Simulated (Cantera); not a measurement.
Feed: 1 mol CF₄, a varied amount of H₂, held at 2125 °C and 2300 Pa.

Method: chemical equilibrium by Gibbs-energy minimisation in Cantera with the NASA 1993 tables (ideal gas, pure condensed phases). Candidate condensed phases: C, C₆H₆, C₇H₈, C₈H₁₈; 95 gas species. Gases not in the tables: C₂F₆ and larger saturated fluorocarbons. Equilibrium is a limit: real reactors are often held back by kinetics, nucleation or transport.

### Question
What share of the C ends up in condensed phases as a function of n(H₂) (mol), at 0.13, 0.52, 0.91, 1.3, 1.7, 2.1, 2.5, 2.9, 3.3, 3.7?

### Answer
```csv
n(H₂) (mol),C condensed (%),as
0.13,0.0,-
0.52,0.8,C(graphite)
0.91,28.9,C(graphite)
1.3,57.4,C(graphite)
1.7,85.4,C(graphite)
2.1,99.9,C(graphite)
2.5,99.4,C(graphite)
2.9,98.9,C(graphite)
3.3,98.4,C(graphite)
3.7,97.8,C(graphite)
```
